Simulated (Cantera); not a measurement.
An isothermal, constant-pressure homogeneous reactor starts with 0.826 % CH4, 99.2 % N2, at 1825 K and 20.0 Torr.

Cantera simulation using GRI-Mech 3.0 (53 species, 325 reactions); the numbers are that mechanism's predictions, not measurements. GRI-Mech 3.0 stops at C3 and has no aromatics, soot or wall deposition, so with more carbon than oxygen in the feed, carbon stays in small species such as C2H2 where larger ones or solid carbon would form. Radical loss at walls, strong at low pressure, is not modelled.

x: mole fraction; the columns are a selection and need not sum to one.

```
t (s)        x CH4    x C2H4     x HCN     x H2     x CH3
--------  --------  --------  --------  -------  --------
5.00e-5    0.00826    <1e-12    <1e-12  1.33e-7   7.98e-7
0.000264   0.00826  2.93e-10    <1e-12  2.20e-6   5.70e-6
0.00139    0.00823   7.37e-8  1.65e-11  1.72e-5   3.54e-5
0.00734    0.00805         ?         ?        ?         ?
0.0387     0.00553  0.000368   7.36e-7  0.00313  0.000559
0.204     0.000740   1.54e-5   1.78e-5   0.0110  0.000124
1.08       3.36e-5   1.05e-7   6.27e-5   0.0121   9.60e-6
5.69             ?   2.60e-8   8.62e-5   0.0122         ?
30.0       2.13e-8   2.57e-8   8.65e-5   0.0121   1.05e-8
```

Q: What belongs in the gaps?

A: 
- 0.00734, x C2H4: 1.08e-5
- 0.00734, x HCN: 1.79e-9
- 0.00734, x H2: 0.000120
- 0.00734, x CH3: 0.000188
- 5.69, x CH4: 2.29e-7
- 5.69, x CH3: 8.89e-8
